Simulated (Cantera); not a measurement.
A closed system holds: 1 mol C, 0.69 mol O2, at 2127 °C.

Method: chemical equilibrium by Gibbs-energy minimisation in Cantera with the NASA 1993 tables (ideal gas, pure condensed phases). Candidate condensed phases: C; 12 gas species. Rates play no part.

Task: At 27000 Pa, list the 4 most abundant gas species with their mole fractions, and the condensed phases.

Result: CO 0.621, CO2 0.378, O2 0.000618, O 0.000415. Condensed: gas only.
